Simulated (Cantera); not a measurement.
Transport properties of process gases

Gas mixture: NO : N2 = 0.2 : 0.59 (molar parts), at 1100 Pa, frozen composition.

Cantera's kinetic-theory transport with the Lennard-Jones parameters of GRI-Mech 3.0, ideal gas; thermal conductivity in the mixture-averaged form. The composition is frozen, though it would react at the higher temperatures.

| T (K) | ρ (kg/m³) | cp (J/kg/K) | μ (µPa s) | λ (mW/m/K) | Pr | D (cm²/s) NO | D (cm²/s) H2O | D (cm²/s) CH3 |
|---|---|---|---|---|---|---|---|---|
| 400 | 0.00943 | 1034 | 22.5 | 32.7 | 0.713 | 31.2 | 36.4 | 34.4 |
| 550 | 0.00686 | 1055 | 28.1 | 42.1 | 0.706 | 53.8 | 65.9 | 59.7 |
| 700 | 0.00539 | 1088 | 33.1 | 51.2 | 0.703 | 80.8 | 102 | 90.0 |
| 850 | 0.00444 | 1126 | 37.6 | 60.1 | 0.706 | 112 | 144 | 125 |
| 1000 | 0.00377 | 1160 | 41.9 | 68.6 | 0.708 | 147 | 191 | 164 |
| 1150 | 0.00328 | 1184 | 45.9 | 76.8 | 0.707 | 185 | 244 | 207 |
| 1300 | 0.00290 | 1205 | 49.7 | 84.7 | 0.706 | 227 | 300 | 254 |
| 1450 | 0.00260 | 1223 | 53.3 | 92.4 | 0.706 | 272 | 362 | 305 |
D: mixture-averaged diffusion coefficient of that species in the mixture.
